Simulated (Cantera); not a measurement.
An adiabatic, constant-volume homogeneous reactor starts with 45.8 % H2, 15.1 % O2, 39.1 % N2, equivalence ratio 1.5, at 1673 K and 3750 Torr.

Detailed kinetics in Cantera: the H2/O2 subset of GRI-Mech 3.0, which has no nitrogen chemistry. The hydrogen kinetics of GRI-Mech 3.0 are dated; newer H2 mechanisms differ, most at raised pressure. Above 3000 K some thermodynamic fits are extrapolated.

Task: Predict: time of steepest temperature rise; temperature at 4.00 s; equilibrium temperature; x(H2) at 4.00 s; x(O2) at 4.00 s; x(H2O2) at 4.00 s; x(H2O) at 4.00 s; x(H) at 4.00 s; x(HO2) at 4.00 s.

Result: 
- time of steepest temperature rise = 1.37 µs
- temperature at 4.00 s = 3334 K
- equilibrium temperature = 3334 K
- x(H2) at 4.00 s = 0.179 (gas-phase equilibrium 0.179)
- x(O2) at 4.00 s = 0.00429 (gas-phase equilibrium 0.00429)
- x(H2O2) at 4.00 s = 1.51e-6 (gas-phase equilibrium 1.51e-6)
- x(H2O) at 4.00 s = 0.282 (gas-phase equilibrium 0.282)
- x(H) at 4.00 s = 0.0566 (gas-phase equilibrium 0.0566)
- x(HO2) at 4.00 s = 1.15e-5 (gas-phase equilibrium 1.15e-5)
